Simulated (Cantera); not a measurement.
A perfectly stirred reactor is fed with NO : N2 = 1 : 2.7 (molar parts), at 0.178 atm; it is held at 1823 K, and followed from long to short residence time.

Detailed kinetics in Cantera: GRI-Mech 3.0 (53 species, 325 reactions).

**Question.** What does this change do: temperature 1823 to 1900 K?

**Answer.** 
```csv
quantity,before,after
x(NO) at τ = 0.780 s,0.263,0.255
x(O2) at τ = 0.780 s,0.00335,0.00729
x(NO2) at τ = 0.780 s,4.46e-5,4.84e-5
x(N2) at τ = 0.780 s,0.733,0.737
x(N2O) at τ = 0.780 s,2.78e-5,2.72e-5
x(NO) at τ = 18.0 ms,0.270,0.270
x(O2) at τ = 18.0 ms,4.49e-5,0.000114
x(NO2) at τ = 18.0 ms,2.35e-5,2.44e-5
x(N2) at τ = 18.0 ms,0.730,0.730
x(N2O) at τ = 18.0 ms,2.07e-5,2.52e-5
```
